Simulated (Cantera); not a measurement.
A Cantera script and its output.

```python
import numpy as np
import cantera as ct

gas = ct.Solution("gri30.yaml")
gas.TPX = 2000, 500000, {'CH4': 1.3, 'CO2': 0.99}
reactor = ct.IdealGasConstPressureReactor(gas, energy="off", clone=False)
net = ct.ReactorNet([reactor])
net.rtol, net.atol = 1e-08, 1e-18
show = ['CH4', 'CO2', 'H2O2', 'CH2', 'O2', 'HCO']
times = np.geomspace(3e-06, 300, 14)

steps = ct.SolutionArray(gas, extra=["t"])
rows = []
print(f"{'t/s':>10s}{'T/K':>9s}{'P/Pa':>11s}" + "".join(f"{s:>11s}" for s in show))
for t in times:
    while net.time < t:
        t_next = net.step()
        steps.append(gas.state, t=t_next)
    rows.append([np.interp(t, steps.t, y) for y in (steps.T, steps.P, *steps(*show).X.T)])
    print(f"{t:10.3e}{rows[-1][0]:9.1f}{rows[-1][1]:11.4g}" + "".join(f"{x:11.3e}" for x in rows[-1][2:]))
rate = np.gradient(steps.T, steps.t)
print("integrator steps:", len(steps.t))
if steps.T.max() > steps.T[0] + 200:
    print(f"time of steepest temperature rise: {steps.t[rate.argmax()]:.4e} s")
gas.TPX = 2000, 500000, {'CH4': 1.3, 'CO2': 0.99}
gas.equilibrate("TP")
print(f"equilibrium (TP): T = {gas.T:.1f} K  " + "  ".join(f"{s} {gas[s].X[0]:.3e}" for s in show))
```

Output:

```
       t/s      T/K       P/Pa        CH4        CO2       H2O2        CH2         O2        HCO
 3.000e-06   2000.0      5e+05  5.476e-01  4.293e-01  1.518e-13  4.799e-06  3.837e-12  2.331e-07
 1.237e-05   2000.0      5e+05  4.470e-01  4.066e-01  1.256e-12  9.288e-06  4.389e-11  1.296e-06
 5.104e-05   2000.0      5e+05  2.469e-01  3.204e-01  5.724e-12  4.957e-06  3.477e-10  5.637e-07
 2.105e-04   2000.0      5e+05  9.485e-02  1.825e-01  2.610e-11  3.199e-06  1.287e-09  2.575e-07
 8.683e-04   2000.0      5e+05  2.775e-02  4.829e-02  6.679e-11  2.494e-06  2.031e-09  2.496e-07
 3.581e-03   2000.0      5e+05  1.781e-02  2.448e-02  2.460e-11  1.262e-06  7.546e-10  2.945e-07
 1.477e-02   2000.0      5e+05  1.093e-02  9.595e-03  3.163e-12  4.593e-07  1.118e-10  3.593e-07
 6.093e-02   2000.0      5e+05  6.166e-03  1.535e-03  7.461e-14  1.764e-07  3.005e-12  4.028e-07
 2.513e-01   2000.0      5e+05  5.142e-03  1.109e-05  3.849e-18  1.333e-07  1.761e-16  4.117e-07
 1.037e+00   2000.0      5e+05  5.137e-03  2.713e-06  2.326e-19  1.331e-07  1.380e-17  4.118e-07
 4.275e+00   2000.0      5e+05  5.137e-03  2.713e-06  2.326e-19  1.331e-07  1.380e-17  4.118e-07
 1.763e+01   2000.0      5e+05  5.137e-03  2.713e-06  2.326e-19  1.331e-07  1.380e-17  4.118e-07
 7.273e+01   2000.0      5e+05  5.137e-03  2.713e-06  2.326e-19  1.331e-07  1.380e-17  4.118e-07
 3.000e+02   2000.0      5e+05  5.137e-03  2.713e-06  2.326e-19  1.331e-07  1.380e-17  4.118e-07
integrator steps: 1938
equilibrium (TP): T = 2000.0 K  CH4 5.137e-03  CO2 2.739e-06  H2O2 2.371e-19  CH2 1.331e-07  O2 1.404e-17  HCO 4.118e-07
```

Computed with Cantera and GRI-Mech 3.0 (53 species, 325 reactions).
